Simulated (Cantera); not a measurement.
An adiabatic, constant-volume homogeneous reactor starts with 2.14 % C3H8, 20.5 % O2, 77.3 % N2, equivalence ratio 0.52, at 1723 K and 1000000 Pa.

Computed with Cantera and GRI-Mech 3.0 (53 species, 325 reactions). GRI-Mech 3.0 was tuned for natural gas; its chemistry of propane as a main component is partial and can be far from experiment.

**Question.** Predict: time of steepest temperature rise; temperature at 0.200 s; equilibrium temperature; x(O2) at 0.200 s; x(CO) at 0.200 s; x(O) at 0.200 s; x(HO2) at 0.200 s.

**Answer.** 
```
Property                                                             Value
---------------------------------  ---------------------------------------
time of steepest temperature rise                                  3.08 µs
temperature at 0.200 s                                              2849 K
equilibrium temperature                                             2849 K
x(O2) at 0.200 s                     0.0832 (gas-phase equilibrium 0.0832)
x(CO) at 0.200 s                   0.00839 (gas-phase equilibrium 0.00839)
x(O) at 0.200 s                    0.00461 (gas-phase equilibrium 0.00461)
x(HO2) at 0.200 s                  2.77e-5 (gas-phase equilibrium 2.77e-5)
```
